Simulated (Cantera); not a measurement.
Input (Python, Cantera) and output of one run.

```python
import numpy as np
import cantera as ct

gas_names = """
    C CN CO CO2 C2 CCN CNC C2N2 C2O C3 C3O2 C4 C4N2 C5 N NCO NO NO2 NO3 N2 N2O O O2 O3
""".split()
cond_names = """
    C(gr)
""".split()


def load(file, names, dense=False):
    # The tables refer to 1 bar. Condensed volumes are neglected.
    table = {s.name: s for s in ct.Species.list_from_file(file)}
    out = []
    for n in names:
        d = dict(table[n].input_data)
        d["thermo"] = dict(d["thermo"], **{"reference-pressure": 1e5})
        if dense:
            d["equation-of-state"] = {"model": "constant-volume", "density": "1e6 g/cm^3"}
        out.append(ct.Species.from_dict(d))
    return out


gas = ct.Solution(thermo="ideal-gas", species=load("nasa_gas.yaml", gas_names))
cond = {s.name: ct.Solution(thermo="fixed-stoichiometry", species=[s], name=s.name)
        for s in load("nasa_condensed.yaml", cond_names, dense=True)}
atoms = {
    'CO2': {'C': 1, 'O': 2},
    'O2': {'O': 2},
    'N2': {'N': 2},
}
top_T = {'C(gr)': 4500}  # K; cautious upper limits of use, not melting points


def equilibrate(T, P, feed):
    n = {}
    for name, mol in feed.items():
        for a, k in atoms[name].items():
            n[a] = n.get(a, 0.0) + k * mol
    gas.TPX = T, P, n
    mass = sum(n.values()) * gas.mean_molecular_weight
    gas.equilibrate("TP")
    valid = [c for c in cond.values() if c.min_temp <= T <= top_T.get(c.name, c.max_temp)]
    mix = ct.Mixture([(gas, mass / gas.mean_molecular_weight)] + [(c, 0.0) for c in valid])
    mix.T, mix.P = T, P
    mix.equilibrate("TP", solver="vcs", rtol=1e-11, max_steps=5000)
    return mix


results = []
feed = {'CO2': 1, 'O2': 0.15, 'N2': 22}  # mol
P = 10000  # Pa
for T in [1325, 1400, 1475, 1550, 1625, 1700, 1775, 1850, 1925, 2000, 2075, 2150, 2225, 2300]:
    mix = equilibrate(T, P, feed)
    results.append((T, P, feed, dict(zip(mix.species_names, mix.species_moles))))

top = {s: max(r[3][s] / sum(r[3][g] for g in gas_names) for r in results) for s in gas_names}
cols = sorted((s for s in top if top[s] > 0.0001), key=lambda s: -top[s])[:7]
seen = [c for c in cond_names if any(r[3].get(c, 0) > 1e-12 for r in results)]
print("log10 of partial pressures in bar; condensed amounts in mol")
print(f"{'T/K':>10s}" + "".join(f"{s[:9]:>10s}" for s in cols + seen))
for T, P, feed, n in results:
    ng = sum(n[g] for g in gas_names)
    print(f"{T:10.4g}" + "".join(f"{np.log10(max(n[s] / ng * P / 1e5, 1e-99)):10.3f}" for s in cols)
          + "".join(f"{n.get(c, 0):10.4g}" for c in seen))
```

Result:

```
log10 of partial pressures in bar; condensed amounts in mol
       T/K        N2       CO2        CO        O2        NO         O
      1325    -1.022    -2.365    -7.371    -3.191    -5.049    -8.156
      1400    -1.022    -2.365    -6.776    -3.193    -4.857    -7.620
      1475    -1.022    -2.365    -6.243    -3.195    -4.684    -7.140
      1550    -1.022    -2.365    -5.761    -3.198    -4.529    -6.705
      1625    -1.022    -2.365    -5.324    -3.201    -4.388    -6.311
      1700    -1.022    -2.366    -4.927    -3.204    -4.260    -5.951
      1775    -1.022    -2.367    -4.566    -3.205    -4.142    -5.621
      1850    -1.022    -2.371    -4.237    -3.202    -4.031    -5.316
      1925    -1.023    -2.376    -3.941    -3.193    -3.926    -5.031
      2000    -1.023    -2.387    -3.678    -3.175    -3.824    -4.762
      2075    -1.023    -2.403    -3.447    -3.146    -3.723    -4.506
      2150    -1.024    -2.427    -3.247    -3.106    -3.624    -4.262
      2225    -1.025    -2.461    -3.076    -3.061    -3.527    -4.030
      2300    -1.026    -2.505    -2.933    -3.015    -3.434    -3.811
```

These are equilibrium values from Cantera (NASA tables, ideal gas, pure condensed phases), not measurements of a reactor.
